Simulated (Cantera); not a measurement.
Feed: 1 mol MgCO₃, 0.061 mol H₂O, at 1573.15 K and 2.60 mbar.

Equilibrium computed with Cantera from the NASA thermochemical tables; the gas is ideal and each condensed phase is pure. Candidate condensed phases: C, C₆H₆, C₇H₈, C₈H₁₈, H₂O, Mg, MgCO₃, MgO, Mg(OH)₂; 116 gas species. The numbers say what is thermodynamically allowed, not how fast it happens.

Base state: CO₂ 0.935, H₂O 0.0572, CO 0.00506, O₂ 0.00254, OH 0.000159, H₂ 0.000107, O 1.03e-5 (mole fractions); condensed: MgO(s).

Problem. What changes in the equilibrium state with this change: temperature from 1573.15 K to 925 K?

Solution. 
```tsv
species	before	after
CO₂	0.935	0.943
H₂O	0.0572	0.0575
CO	0.00506	2.09e-7
O₂	0.00254	1.17e-7
OH	0.000159	2.16e-9
O	1.03e-5	<1e-9
MgO(s), mol	1.00	1.00
```

Problem. What changes in the equilibrium state with this change: pressure from 2.60 mbar to 33.0 mbar?

Solution. 
```json
[
 {"species": "CO₂", "before": "0.935", "after": "0.939"},
 {"species": "H₂O", "before": "0.0572", "after": "0.0573"},
 {"species": "CO", "before": "0.00506", "after": "0.00218"},
 {"species": "O₂", "before": "0.00254", "after": "0.00109"},
 {"species": "O", "before": "1.03e-5", "after": "1.90e-6"},
 {"species": "H₂", "before": "0.000107", "after": "4.59e-5"},
 {"species": "OH", "before": "0.000159", "after": "6.85e-5"},
 {"species": "MgO(s), mol", "before": "1.00", "after": "1.00"}
]
```
